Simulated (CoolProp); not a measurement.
A simple Rankine cycle with water: condensing at 296.15 K, boiler at 2.35 MPa, turbine inlet 495.8 K, turbine efficiency 0.65, pump efficiency 0.6, no recuperator. Each further row changes one setting.

Values from CoolProp's reference Helmholtz-energy equation of state, Wagner 2002.

| case | thermal efficiency (%) | net work (kJ/kg) | heat in (kJ/kg) | turbine exit temperature (K) | volume ratio over the turbine |
|---|---|---|---|---|---|
| as stated | 22.6 | 612 | 2710 | 296.2 | 486 |
| turbine inlet 515.8 K | 22.7 | 628 | 2770 | 296.2 | 465 |
| condensing temperature 288.15 K | ___ | ___ | 2740 | 288.1 | 774 |
| boiler pressure 1.65 MPa | 21.7 | 596 | ___ | 296.2 | 335 |
| turbine efficiency 0.55 | 19.1 | 518 | 2710 | 296.2 | 508 |

Some entries are withheld; supply them.


- condensing temperature 288.15 K, thermal efficiency (%): 23.5
- condensing temperature 288.15 K, net work (kJ/kg): 644
- boiler pressure 1.65 MPa, heat in (kJ/kg): 2750

The expansion ends wet for: as stated; turbine inlet 515.8 K; condensing temperature 288.15 K; boiler pressure 1.65 MPa; turbine efficiency 0.55.
